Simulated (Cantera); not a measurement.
A Cantera script and its output.

```python
import numpy as np
import cantera as ct

gas = ct.Solution("h2o2.yaml")
gas.TPX = 1025, 100000, {'H2': 1.4, 'O2': 1, 'N2': 4.6}
reactor = ct.IdealGasConstPressureReactor(gas, energy="off", clone=False)
net = ct.ReactorNet([reactor])
net.rtol, net.atol = 1e-08, 1e-18
show = ['H2', 'O2', 'OH', 'O', 'H2O', 'H']
times = np.geomspace(1e-05, 2, 10)

steps = ct.SolutionArray(gas, extra=["t"])
rows = []
print(f"{'t/s':>10s}{'T/K':>9s}{'P/Pa':>11s}" + "".join(f"{s:>11s}" for s in show))
for t in times:
    while net.time < t:
        t_next = net.step()
        steps.append(gas.state, t=t_next)
    rows.append([np.interp(t, steps.t, y) for y in (steps.T, steps.P, *steps(*show).X.T)])
    print(f"{t:10.3e}{rows[-1][0]:9.1f}{rows[-1][1]:11.4g}" + "".join(f"{x:11.3e}" for x in rows[-1][2:]))
rate = np.gradient(steps.T, steps.t)
print("integrator steps:", len(steps.t))
if steps.T.max() > steps.T[0] + 200:
    print(f"time of steepest temperature rise: {steps.t[rate.argmax()]:.4e} s")
gas.TPX = 1025, 100000, {'H2': 1.4, 'O2': 1, 'N2': 4.6}
gas.equilibrate("TP")
print(f"equilibrium (TP): T = {gas.T:.1f} K  " + "  ".join(f"{s} {gas[s].X[0]:.3e}" for s in show))
```

Output:

```
       t/s      T/K       P/Pa         H2         O2         OH          O        H2O          H
 1.000e-05   1025.0      1e+05  2.000e-01  1.429e-01  2.331e-11  6.273e-11  3.227e-10  4.563e-10
 3.882e-05   1025.0      1e+05  2.000e-01  1.429e-01  3.466e-10  9.721e-10  1.305e-08  6.311e-09
 1.507e-04   1025.0      1e+05  1.999e-01  1.428e-01  1.312e-06  3.110e-06  5.472e-05  2.021e-05
 5.848e-04   1025.0      1e+05  2.978e-02  6.171e-02  1.966e-05  1.756e-05  1.890e-01  4.155e-05
 2.270e-03   1025.0      1e+05  2.826e-02  6.099e-02  9.020e-07  8.771e-07  1.907e-01  2.060e-06
 8.811e-03   1025.0      1e+05  2.443e-02  5.914e-02  1.551e-06  1.335e-06  1.949e-01  2.949e-06
 3.420e-02   1025.0      1e+05  1.317e-02  5.381e-02  1.375e-06  1.010e-06  2.075e-01  1.551e-06
 1.327e-01   1025.0      1e+05  2.305e-03  4.869e-02  8.479e-07  3.194e-07  2.196e-01  1.983e-07
 5.153e-01   1025.0      1e+05  1.890e-04  4.771e-02  2.119e-07  1.337e-08  2.220e-01  4.519e-09
 2.000e+00   1025.0      1e+05  1.954e-05  4.763e-02  5.979e-08  5.092e-10  2.222e-01  1.548e-10
integrator steps: 1947
equilibrium (TP): T = 1025.0 K  H2 1.854e-10  O2 4.762e-02  OH 1.911e-07  O 7.248e-11  H2O 2.222e-01  H 5.971e-14
```

Cantera simulation using the H2/O2 subset of GRI-Mech 3.0, which has no nitrogen chemistry; the numbers are that mechanism's predictions, not measurements. The temperature is held fixed by assumption; the heat of reaction is taken as removed at once.
